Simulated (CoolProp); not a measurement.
Vapour-liquid equilibrium of R134a (1) + R123 (2) at 295.2 K; x and y are mole fractions of (1).

The numbers come from the multi-fluid Helmholtz-energy mixture model, Tillner-Roth 1994 and Younglove 1994; pair parameters Bell 2016 in CoolProp.

### Question
Give the bubble pressure and the first vapour's composition at x = 0.05, 0.5, 0.575. Is there an azeotrope?

### Answer
x = 0.05: 1.155 bar, y = 0.316; x = 0.5: 3.749 bar, y = 0.866; x = 0.575: 4.102 bar, y = 0.890. No azeotrope shows between x = 0.05 and 0.95.

Pair parameters are fitted to limited data, so mixtures are less certain than the pure fluids.
